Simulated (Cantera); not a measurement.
Premixed flame

A freely propagating, adiabatic, planar premixed flame of 38.7 % H₂, 12.9 % O₂, 48.4 % N₂, equivalence ratio 1.5, unburnt at 650 K and 750 Torr; mixture-averaged transport, grid criteria slope 0.08 and curve 0.16, no radiation.

Detailed kinetics in Cantera: the H2/O2 subset of GRI-Mech 3.0, which has no nitrogen chemistry. Burning velocities carry a grid error of a few per cent, more on coarse grids.

```tsv
z (mm)	T (K)	u (m/s)	x H₂	x O₂	x HO₂	x H	x H₂O	x OH
-1.41	650	10.3	0.387	0.129	<1e-8	<1e-8	<1e-8	<1e-8
-0.938	650	10.3	0.387	0.129	<1e-8	<1e-8	<1e-8	<1e-8
-0.703	650	10.3	0.387	0.129	<1e-8	<1e-8	<1e-8	<1e-8
-0.469	650	10.3	0.387	0.129	9.26e-7	1.91e-7	8.23e-8	<1e-8
-0.234	666	10.5	0.384	0.129	0.000215	0.000384	0.000833	6.78e-5
-0.117	857	13.3	0.353	0.123	0.000157	0.0100	0.0181	0.000718
0	1287	19.3	0.230	0.0772	6.74e-5	0.0597	0.114	0.00393
0.117	1581	23.4	0.133	0.0208	1.76e-5	0.0941	0.219	0.00860
0.234	1710	25.2	0.117	0.00847	6.78e-6	0.0923	0.244	0.0106
0.469	1848	26.9	0.121	0.00557	4.06e-6	0.0787	0.251	0.0120
0.938	1995	28.8	0.127	0.00404	2.70e-6	0.0624	0.258	0.0126
1.88	2139	30.5	0.132	0.00262	1.69e-6	0.0467	0.267	0.0120
3.75	2268	32.0	0.136	0.00147	9.76e-7	0.0329	0.275	0.0102
```
x: mole fraction of selected species; z is measured from the peak of heat release.

The laminar burning velocity is 1030 cm/s and the thermal thickness comes out as 0.469 mm. The peak x(HO₂) comes out as 0.000239, the peak x(H) comes out as 0.0953 and the peak x(OH) is 0.0126. The grid points is 139.
